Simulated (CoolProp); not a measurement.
Vapour pressure (kPa) of R245fa: the reference equation beside estimates from Tc = 427.0 K, pc = 3651 kPa, ω = 0.378. Clausius-Clapeyron is anchored at 337 K with a constant enthalpy of vaporisation of 22.30 kJ/mol.

Model: reference Helmholtz-energy equation of state, Akasaka 2015, in CoolProp.

| T (K) | reference | Lee-Kesler | Clausius-Clapeyron | van der Waals | Redlich-Kwong | Soave-Redlich-Kwong | Peng-Robinson |
|---|---|---|---|---|---|---|---|
| 322.1 | 333.3 | 334.6 | 356.6 | 1060 | 581.9 | 334.9 | 332.0 |
| 327.1 | 387.8 | 389.3 | 405.1 | 1142 | 654.0 | 389.9 | 386.2 |
| 332 | 447.5 | 449.2 | 457.2 | 1225 | 730.4 | 450.4 | 445.5 |
| 337 | 515.4 | 517.2 | 515.4 | 1314 | 814.6 | 519.2 | 513.2 |
| 342 | 590.9 | 592.7 | 579.0 | 1407 | 905.3 | 595.7 | 588.4 |
| 347 | 674.4 | 676.1 | 648.3 | 1504 | 1003 | 680.5 | 671.8 |
| 352 | 766.5 | 768.1 | 723.5 | 1605 | 1107 | 774.1 | 763.9 |
| 356.9 | 865.7 | 866.9 | 803.3 | 1709 | 1216 | 874.9 | 863.2 |
| 361.9 | 976.6 | 977.4 | 891.2 | 1818 | 1335 | 987.6 | 974.4 |
| 366.9 | 1098 | 1098 | 985.9 | 1932 | 1461 | 1111 | 1096 |
| 371.9 | 1230 | 1230 | 1088 | 2050 | 1596 | 1245 | 1229 |
| 376.9 | 1374 | 1373 | 1197 | 2173 | 1738 | 1391 | 1374 |
| 381.8 | 1527 | 1525 | 1311 | 2297 | 1885 | 1547 | 1528 |

Absolute difference from the reference over all 13 rows, mean and median: Lee-Kesler 0.2 and 0.2 %, Clausius-Clapeyron 6.9 and 7.0 %, van der Waals 119.0 and 109.4 %, Redlich-Kwong 46.2 and 44.4 %, Soave-Redlich-Kwong 0.9 and 1.0 %, Peng-Robinson 0.3 and 0.3 %.
